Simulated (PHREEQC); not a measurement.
1 kg of water holding 0.33 mol NaCl and 0.1 mol SrCl2 is evaporated at 25 °C; the solids stay in contact with the brine. The system is closed to CO2. The run lets Halite precipitate or redissolve, and no other solid.

The series has 18 steps of water left (kg), from 1 to 0.03564.

The numbers come from PHREEQC with the Pitzer model, pitzer.dat.

**Question.** Which solids form, in which order, and at which step of the series does each first stand?

**Answer.** Halite from water left = 0.07809 kg.
